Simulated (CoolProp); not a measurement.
The fluid at 298.15 K and 0.246 MPa is compressed adiabatically to 1.59 MPa with isentropic efficiency 0.7. The same conditions are run with several fluids, on thermodynamics alone (safety and materials aside).

Computed with CoolProp (reference Helmholtz-energy equation of state of each fluid (propyne: Polt 1992; cyclopropane: Polt 1992; nitrogen: Span 2000; methane: Setzmann 1991; hydrogen sulfide: Lemmon 2006)). The equations of Platzer and Polt are older, rougher fits.

Task: Rank propyne, cyclopropane, nitrogen, methane, hydrogen sulfide by work (kJ/kg), highest first.

Result: methane (508), nitrogen (312), hydrogen sulfide (239), propyne (174), cyclopropane (167)

```
fluid             final temperature (K)  final density (kg/m³)
----------------  ---------------------  ---------------------
propyne                           412.1                   20.6
cyclopropane                      412.0                   21.5
nitrogen                          594.7                   8.95
methane                           499.5                   6.14
hydrogen sulfide                  530.0                   12.5
```
